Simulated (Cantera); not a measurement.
A Cantera script and what it prints.

```python
import numpy as np
import cantera as ct

gas_names = """
    H HNO HNO2 HNO3 HO2 H2 H2O H2O2 N NH NH2 NH3 NH2OH NO NO2 NO3 N2 N2H2 N2H4 N2O O OH O2 O3 Si SiH
    SiH2 SiH3 SiH4 SiN SiO SiO2 Si2 Si2N Si3
""".split()
cond_names = """
    H2O(s) H2O(L) Si(cr) Si(L) SiO2(Lqz) SiO2(hqz) SiO2(L) Si2N2O(s) Si3N4(a)
""".split()


def load(file, names, dense=False):
    # The tables refer to 1 bar. Condensed volumes are neglected.
    table = {s.name: s for s in ct.Species.list_from_file(file)}
    out = []
    for n in names:
        d = dict(table[n].input_data)
        d["thermo"] = dict(d["thermo"], **{"reference-pressure": 1e5})
        if dense:
            d["equation-of-state"] = {"model": "constant-volume", "density": "1e6 g/cm^3"}
        out.append(ct.Species.from_dict(d))
    return out


gas = ct.Solution(thermo="ideal-gas", species=load("nasa_gas.yaml", gas_names))
cond = {s.name: ct.Solution(thermo="fixed-stoichiometry", species=[s], name=s.name)
        for s in load("nasa_condensed.yaml", cond_names, dense=True)}
atoms = {
    'Si3N4': {'Si': 3, 'N': 4},
    'O2': {'O': 2},
    'H2': {'H': 2},
}
top_T = {'Si2N2O(s)': 2100, 'Si3N4(a)': 2400}  # K; cautious upper limits of use, not melting points


def equilibrate(T, P, feed):
    n = {}
    for name, mol in feed.items():
        for a, k in atoms[name].items():
            n[a] = n.get(a, 0.0) + k * mol
    gas.TPX = T, P, n
    mass = sum(n.values()) * gas.mean_molecular_weight
    gas.equilibrate("TP")
    valid = [c for c in cond.values() if c.min_temp <= T <= top_T.get(c.name, c.max_temp)]
    mix = ct.Mixture([(gas, mass / gas.mean_molecular_weight)] + [(c, 0.0) for c in valid])
    mix.T, mix.P = T, P
    mix.equilibrate("TP", solver="vcs", rtol=1e-11, max_steps=5000)
    return mix


results = []
feed = {'Si3N4': 1, 'O2': 0.057, 'H2': 580}  # mol
T = 1300  # K
P = 67000  # Pa
mix = equilibrate(T, P, feed)
results.append((T, P, feed, dict(zip(mix.species_names, mix.species_moles))))
x = sorted(zip(gas.X, gas.species_names), reverse=True)
print(f"T = {T:g} K  P = {P:g} Pa  gas = {mix.phase_moles(0):.4g} mol")
print("   x: " + "  ".join(f"{s} {v:.3e}" for v, s in x if v > 0.0001))
print("   condensed (mol): " + ("  ".join(f"{mix.phase(i).name} {mix.phase_moles(i):.4g}"
      for i in range(1, mix.n_phases) if mix.phase_moles(i) > 1e-12) or "none"))
```

Result:

```
T = 1300 K  P = 67000 Pa  gas = 580 mol
   x: H2 9.999e-01
   condensed (mol): Si2N2O(s) 0.114  Si3N4(a) 0.924
```

Cantera equilibrium calculation (NASA polynomials, part measured and part estimated; ideal gas, pure solids and liquids). Mutual solubility and eutectic melting of coexisting phases are not modelled.
